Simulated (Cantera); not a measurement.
Input: 1 mol SiO2, 0.37 mol C, a varied amount of H2, equilibrated at 2052 °C and 0.0100 bar.

Method: chemical equilibrium by Gibbs-energy minimisation in Cantera with the NASA 1993 tables (ideal gas, pure condensed phases). Candidate condensed phases: C, C6H6, C7H8, C8H18, H2O, Si, SiC, SiO2; 123 gas species. The tables hold silica as quartz up to 1696 K and as liquid above; real silica turns to tridymite and cristobalite and melts near 1996 K. Equilibrium is a limit: real reactors are often held back by kinetics, nucleation or transport.

**Question.** What share of the Si ends up in condensed phases as a function of n(H2) (mol), at 0.42, 0.5, 0.6, 0.72, 0.86, 1, 1.2, 1.5, 1.8, 2.1?

**Answer.** 
```tsv
n(H2) (mol)	Si condensed (%)	as
0.42	33.0	SiO2(l)
0.5	28.3	SiO2(l)
0.6	22.4	SiO2(l)
0.72	15.3	SiO2(l)
0.86	7.0	SiO2(l)
1	0.0	-
1.2	0.0	-
1.5	0.0	-
1.8	0.0	-
2.1	0.0	-
```
